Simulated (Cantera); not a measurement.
**Gas-phase reforming**

A perfectly stirred reactor is fed with CH4 : CO2 : H2 = 1 : 0.76 : 0.14 (molar parts), at 110000 Pa; it is held at 1775 K, and followed from long to short residence time.

Model: GRI-Mech 3.0 (53 species, 325 reactions), integrated in Cantera.

```
τ (s)     x CH4    x CO2   x H2    x CO       x H    x C2H    x C2H6
------  -------  -------  -----  ------  --------  -------  --------
8.4     0.00939  0.00367  0.527   0.404  0.000201  1.16e-7   1.07e-6
2.0      0.0156  0.00976  0.495   0.381  0.000193  1.63e-7   2.77e-6
0.48     0.0275   0.0215  0.442   0.341  0.000180  2.47e-7   8.90e-6
0.11     0.0505   0.0448  0.371   0.283  0.000157  3.56e-7   3.30e-5
0.027    0.0967   0.0963  0.313   0.211  0.000130  4.00e-7  0.000120
0.0064    0.198    0.209  0.278   0.111  0.000104  3.02e-7  0.000412
0.0015    0.344    0.326  0.209  0.0312   7.40e-5  1.46e-7   0.00108
```
x: mole fraction; the columns are a selection and need not sum to one.
